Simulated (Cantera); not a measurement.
Feed: 1 mol SiH2Cl2, 430 mol H2, held at 0.150 bar.

Equilibrium computed with Cantera from the NASA thermochemical tables; the gas is ideal and each condensed phase is pure. Candidate condensed phases: Si; 19 gas species. Gases not in the tables: Si2H6 and higher silanes. The numbers say what is thermodynamically allowed, not how fast it happens.

### Question
Which condensed phases are stable at each of these points (T (K)): 1723, 1823, 1923, 2023, 2123, 2223, 2323, 2423, 2523?

### Answer
```csv
T (K),condensed phases,Si condensed (%)
1723,Si(l),95.7
1823,Si(l),93.8
1923,Si(l),87.9
2023,Si(l),71.0
2123,Si(l),27.1
2223,gas only,0.0
2323,gas only,0.0
2423,gas only,0.0
2523,gas only,0.0
```

From 1723 K to 2123 K the condensed part is Si(l). From 2223 K to 2523 K nothing is condensed.
